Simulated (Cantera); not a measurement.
Mixture: 10.5 % CH₃OH, 16.9 % O₂, 72.7 % N₂, at 1.00 atm, adiabatic and at constant pressure. Ignition delay is the time to a rise of 400 K.

Cantera simulation using GRI-Mech 3.0 (53 species, 325 reactions); the numbers are that mechanism's predictions, not measurements. GRI-Mech 3.0 was tuned for natural gas; its chemistry of methanol as a main component is partial and can be far from experiment.

Question: Predict: delay at 1075 K; delay at 1175 K; delay at 1275 K; delay at 1375 K; delay at 1475 K; delay at 1575 K; apparent activation energy between 1375 and 1575 K.

Answer: 
```
Property                                                 Value
--------------------------------------------------  ----------
delay at 1075 K                                        0.100 s
delay at 1175 K                                        15.1 ms
delay at 1275 K                                        3.16 ms
delay at 1375 K                                       0.870 ms
delay at 1475 K                                       0.302 ms
delay at 1575 K                                       0.127 ms
apparent activation energy between 1375 and 1575 K  170 kJ/mol
```
